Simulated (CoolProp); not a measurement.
The fluid at 293.15 K and 0.728 MPa (gas) is heated at constant pressure to 386.2 K. The same conditions are run with several fluids, on thermodynamics alone (safety and materials aside).

Model: reference Helmholtz-energy equation of state of each fluid (R22: Kamei 1995; nitrogen: Span 2000; nitrous oxide: Lemmon 2006; CH2F2 (R32): Tillner-Roth 1997; hydrogen sulfide: Lemmon 2006), in CoolProp.

```tsv
fluid	heat (kJ/kg)	final density (kg/m³)
R22	___	20.5
nitrogen	97.7	___
nitrous oxide	88.4	10.1
CH2F2 (R32)	92.7	12.2
hydrogen sulfide	___	___
```

Some entries are withheld; supply them.


- R22, heat (kJ/kg): 71.2
- nitrogen, final density (kg/m³): 6.34
- hydrogen sulfide, heat (kJ/kg): 101
- hydrogen sulfide, final density (kg/m³): 7.92
